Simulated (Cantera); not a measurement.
A closed system holds: 1 mol (CH3)2SiCl2, 0.092 mol C2H2, 150 mol H2, 0.015 mol CH4, at 0.330 bar.

Equilibrium computed with Cantera from the NASA thermochemical tables; the gas is ideal and each condensed phase is pure. Candidate condensed phases: C, C6H6, C7H8, C8H18, Si, SiC; 109 gas species. The feed counts by its element totals alone. The tables' values for SiCl are old estimates; treat these amounts as uncertain. Gases not in the tables: Si2H6 and higher silanes. Rates play no part.

x: gas mole fraction; n: condensed amount in mol.

```tsv
T (°C)	x H2	x H	x HCl	x C2H2 (acetylene)	x Si	n C(graphite)	n SiC(s)
1700	0.984	0.00233	0.0129	(withheld)	4.74e-6	0.985	0.995
1750	0.983	0.00328	0.0129	(withheld)	1.03e-5	0.913	0.993
1800	0.981	0.00453	0.0128	(withheld)	2.15e-5	0.818	0.989
1850	0.979	0.00618	0.0128	(withheld)	4.33e-5	0.695	0.982
1900	0.976	0.00830	0.0128	(withheld)	8.46e-5	0.540	0.971
1950	0.973	0.0110	0.0127	(withheld)	0.000160	0.349	0.950
2000	0.969	0.0144	0.0126	(withheld)	0.000295	0.117	0.914
2050	0.963	0.0186	0.0125	(withheld)	0.000558	0	0.844
```

Q: Some entries are withheld; supply them.

A: 
- 1700, x C2H2 (acetylene): 0.000630
- 1750, x C2H2 (acetylene): 0.000878
- 1800, x C2H2 (acetylene): 0.00120
- 1850, x C2H2 (acetylene): 0.00162
- 1900, x C2H2 (acetylene): 0.00215
- 1950, x C2H2 (acetylene): 0.00282
- 2000, x C2H2 (acetylene): 0.00365
- 2050, x C2H2 (acetylene): 0.00419
